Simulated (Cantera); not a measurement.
Cantera run:

```python
import numpy as np
import cantera as ct

gas_names = [...]  # 62 gases of nasa_gas.yaml made of B, F, H, N, O
cond_names = """
    B(b) B(L) BN(s) B2O3(L) B3O3H3(cr) H2O(s) H2O(L)
""".split()


# ... load() reads the species with a 1 bar reference pressure and builds the phases ...
atoms = {
    'BN': {'B': 1, 'N': 1},
    'O2': {'O': 2},
    'N2': {'N': 2},
    'HF': {'H': 1, 'F': 1},
}
top_T = {'BN(s)': 3200}  # K; cautious upper limits of use, not melting points


# ... equilibrate(T, P, feed) seeds the gas with the atoms and calls Mixture.equilibrate('TP', solver="vcs", rtol=1e-11, max_steps=5000) ...
results = []
feed = {'BN': 1, 'O2': 0.11, 'N2': 14, 'HF': 2.4}  # mol
T = 1175  # K
P = 133.322  # Pa
mix = equilibrate(T, P, feed)
results.append((T, P, feed, dict(zip(mix.species_names, mix.species_moles))))
x = sorted(zip(gas.X, gas.species_names), reverse=True)
print(f"T = {T:g} K  P = {P:g} Pa  gas = {mix.phase_moles(0):.4g} mol")
print("   x: " + "  ".join(f"{s} {v:.3e}" for v, s in x if v > 1e-05))
print("   condensed (mol): " + ("  ".join(f"{mix.phase(i).name} {mix.phase_moles(i):.4g}"
      for i in range(1, mix.n_phases) if mix.phase_moles(i) > 1e-12) or "none"))
```

Output:

```
T = 1175 K  P = 133.322 Pa  gas = 16.61 mol
   x: N2 8.702e-01  H2 6.935e-02  BF3 4.184e-02  BOF 1.266e-02  HF 5.671e-03  B3O3F3 1.760e-04  BHF2 2.589e-05  H2O 2.104e-05  HBO2 1.316e-05
   condensed (mol): BN(s) 0.08485
```

Method: chemical equilibrium by Gibbs-energy minimisation in Cantera with the NASA 1993 tables (ideal gas, pure condensed phases).
